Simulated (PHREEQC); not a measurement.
Make-up at 25 °C: 0.24 mol ZnCl2, 0.16 mol NiCl2, 0.0049 mol HCl and 0.041 mol KI per kg of water. Closed to the air; pH follows from the charge balance.

Equilibrium calculation in PHREEQC: ion-association model, wateq4f.dat.

```tsv
quantity	before	after
pH	2.44	2.44
ionic strength (mol/kgw)	0.905	0.791
Cl- (mol/kgw)	0.587	0.504
Zn+2 (mol/kgw)	0.163	0.0949
ZnCl+ (mol/kgw)	0.0541	0.102
ZnCl2 (mol/kgw)	0.00995	0.0181
SI of Zincite(c) (ZnO)	-7.74	-6.30
```

Task: Name the change that produced these shifts.
A. diluted 100-fold with water
B. KI from 0.041 to 0.205 mol/kgw
C. temperature from 25 to 60 °C
D. NiCl2 replaced by RbCl at the same molality
E. diluted 5-fold with water

Result: C, temperature from 25 to 60 °C

This is a speciation only: nothing precipitates in the calculation. The ionic strength passes 0.7 mol/kgw, the rough limit of the ion-association models, in every such run. Constants without temperature data keep their 25 °C values here.
